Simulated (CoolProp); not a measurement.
Values from CoolProp's reference Helmholtz-energy equation of state, Lemmon 2005. It is a short technical equation, of lower accuracy than the large ones.

For 1-butene, give the phase and the density (kg/m³), cp (kJ/(kg K)), cv (kJ/(kg K)), speed of sound (m/s) at 429.3 K and 2230 kPa.


- 429.3 K and 2230 kPa: gas; density 44.3, cp 2.37, cv 1.97, speed of sound 215
